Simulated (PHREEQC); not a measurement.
A solution holds 5.4 mol/kgw NaCl, 0.026 mol/kgw MgSO4 and 0.0015 mol/kgw H4SiO4, at 47 °C. Closed to the air; pH follows from the charge balance.

The numbers come from PHREEQC with the Pitzer model, pitzer.dat.

**Question.** The ionic strength comes out as 5.50 mol/kgw. What activity coefficients do H3SiO4-, Cl-, Mg+2, SO4-2, Na+ get?

**Answer.** H3SiO4- 0.18, Cl- 0.62, Mg+2 2.3, SO4-2 0.0090, Na+ 1.4. Single-ion values are on the MacInnes scale.

This is a speciation only: nothing precipitates in the calculation. The solution is supersaturated, for example in SiO2(a), so a real one may precipitate; this is no full list. Complexes and solids missing from the database can't appear. In brines, pH and single-ion activities rest on the MacInnes convention. Away from 25 °C the constants follow the database's enthalpies or fits; those with neither stay at their 25 °C values.
